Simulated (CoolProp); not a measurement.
Vapour pressure (MPa) of oxygen: the reference equation beside estimates from Tc = 154.6 K, pc = 5.046 MPa, ω = 0.022. Clausius-Clapeyron is anchored at 99.3 K with a constant enthalpy of vaporisation of 6.509 kJ/mol.

The numbers come from the reference Helmholtz-energy equation of state, Schmidt 1985 in CoolProp.

```json
[
 {"T (K)": "95.2", "reference": "0.1662", "Lee-Kesler": "0.1650", "Clausius-Clapeyron": "0.1705", "Redlich-Kwong": "0.1350", "Soave-Redlich-Kwong": "0.1636", "Peng-Robinson": "0.1677"},
 {"T (K)": "99.3", "reference": "0.2394", "Lee-Kesler": "0.2384", "Clausius-Clapeyron": "0.2394", "Redlich-Kwong": "0.2042", "Soave-Redlich-Kwong": "0.2370", "Peng-Robinson": "0.2411"},
 {"T (K)": "103.3", "reference": "0.3320", "Lee-Kesler": "0.3313", "Clausius-Clapeyron": "0.3249", "Redlich-Kwong": "0.2942", "Soave-Redlich-Kwong": "0.3302", "Peng-Robinson": "0.3339"},
 {"T (K)": "107.4", "reference": "0.4522", "Lee-Kesler": "0.4520", "Clausius-Clapeyron": "0.4339", "Redlich-Kwong": "0.4137", "Soave-Redlich-Kwong": "0.4516", "Peng-Robinson": "0.4544"},
 {"T (K)": "111.4", "reference": "0.5977", "Lee-Kesler": "0.5980", "Clausius-Clapeyron": "0.5637", "Redlich-Kwong": "0.5608", "Soave-Redlich-Kwong": "0.5990", "Peng-Robinson": "0.6003"},
 {"T (K)": "115.5", "reference": "0.7797", "Lee-Kesler": "0.7804", "Clausius-Clapeyron": "0.7234", "Redlich-Kwong": "0.7469", "Soave-Redlich-Kwong": "0.7838", "Peng-Robinson": "0.7829"},
 {"T (K)": "119.5", "reference": "0.9929", "Lee-Kesler": "0.9938", "Clausius-Clapeyron": "0.9076", "Redlich-Kwong": "0.9669", "Soave-Redlich-Kwong": "1.001", "Peng-Robinson": "0.9972"},
 {"T (K)": "123.6", "reference": "1.252", "Lee-Kesler": "1.253", "Clausius-Clapeyron": "1.128", "Redlich-Kwong": "1.235", "Soave-Redlich-Kwong": "1.265", "Peng-Robinson": "1.258"},
 {"T (K)": "127.6", "reference": "1.549", "Lee-Kesler": "1.549", "Clausius-Clapeyron": "1.376", "Redlich-Kwong": "1.543", "Soave-Redlich-Kwong": "1.567", "Peng-Robinson": "1.557"}
]
```

Absolute difference from the reference over all 9 rows, mean and median: Lee-Kesler 0.2 and 0.1 %, Clausius-Clapeyron 5.7 and 5.7 %, Redlich-Kwong 7.6 and 6.2 %, Soave-Redlich-Kwong 0.8 and 0.8 %, Peng-Robinson 0.5 and 0.5 %.
